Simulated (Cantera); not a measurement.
An adiabatic, constant-pressure homogeneous reactor starts with 12.3 % CH₄, 1.48 % C₂H₆, 1.23 % C₃H₈, 16.4 % O₂, 61.4 % N₂, 7.26 % H₂O, at 1223 K and 360 Torr.

Detailed kinetics in Cantera: GRI-Mech 3.0 (53 species, 325 reactions).

Problem. Predict: time of steepest temperature rise; temperature at 0.200 s; equilibrium temperature; x(CH₂O) at 0.200 s; x(CO) at 0.200 s.

Solution. 
```json
{
 "time_of_steepest_temperature_rise": "7.71 ms",
 "temperature at 0.200 s": "2137 K",
 "equilibrium_temperature": "2137 K",
 "x(CH₂O) at 0.200 s": "4.84e-9 (gas-phase equilibrium 4.84e-9)",
 "x(CO) at 0.200 s": "0.134 (gas-phase equilibrium 0.134)"
}
```
